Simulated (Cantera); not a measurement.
# Thermodynamics of carbothermic reduction, feed CuO + CO + H₂

A closed system holds: 1 mol CuO, 0.93 mol CO, 0.15 mol H₂, held at 1798.15 K and 10.0 mbar.

Method: chemical equilibrium by Gibbs-energy minimisation in Cantera with the NASA 1993 tables (ideal gas, pure condensed phases). Candidate condensed phases: C, C₆H₆, C₇H₈, C₈H₁₈, Cu, CuO, Cu(OH)₂, Cu₂O, H₂O; 113 gas species. Equilibrium is a limit: real reactors are often held back by kinetics, nucleation or transport.

- x(CO₂): 0.746
- x(H₂O): 0.128
- x(CO): 0.0682
- x(Cu): 0.0530
- x(H₂): 0.00307
- x(OH): 0.000536
- x(O₂): 0.000488
- x(H): 0.000195
- x(Cu₂): 0.000101
- n(Cu(l)): 0.939 mol
- gas amount: 1.142 mol
- log10 activity of C(graphite) (absent): -8.33
